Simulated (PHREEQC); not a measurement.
Consider water at 25 °C with 0.0053 mol/kgw H2SeO4 and 0.015 mol/kgw NaHCO3. Closed to the air; pH follows from the charge balance.

Computed with PHREEQC (ion-association model, wateq4f.dat).

| quantity | before | after |
|---|---|---|
| pH | 5.91 | 5.85 |
| ionic strength (mol/kgw) | 0.0203 | 0.0203 |
| CO2 (mol/kgw) | 0.0106 | 0.0106 |
| HCO3- (mol/kgw) | 0.00437 | 0.00437 |
| NaHCO3 (mol/kgw) | 2.79e-5 | 2.78e-5 |
| HSeO4- (mol/kgw) | 1.97e-7 | 3.30e-7 |
| SI of Nahcolite (NaHCO3) | -3.75 | -3.89 |
| SI of Natron (Na2CO3:10H2O) | -9.30 | -9.81 |

Name the change that produced these shifts.
A) NaHCO3 from 0.015 to 0.075 mol/kgw
B) 0.0002 mol/kgw Cs2SO4 added
C) H2SeO4 from 0.0053 to 0.0106 mol/kgw
D) temperature from 25 to 40 °C
E) diluted 10-fold with water

D, temperature from 25 to 40 °C

This is a speciation only: nothing precipitates in the calculation. Constants without temperature data keep their 25 °C values here.
